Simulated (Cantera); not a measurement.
A freely propagating, adiabatic, planar premixed flame of H2 : O2 : N2 : H2O = 0.78 : 0.192 : 0.723 : 0.072 (molar parts), equivalence ratio 2.0, unburnt at 450 K and 135 Torr; mixture-averaged transport, grid criteria slope 0.08 and curve 0.16, no radiation.

Model: the H2/O2 subset of GRI-Mech 3.0, which has no nitrogen chemistry, integrated in Cantera. Burning velocities carry a grid error of a few per cent, more on coarse grids.

Problem. Predict: laminar burning velocity; thermal thickness; peak x(HO2); peak x(O); peak x(H2O2).

Solution. 
- laminar burning velocity = 437 cm/s
- thermal thickness = 3.69 mm
- peak x(HO2) = 0.000118
- peak x(O) = 0.00378
- peak x(H2O2) = 9.02e-6
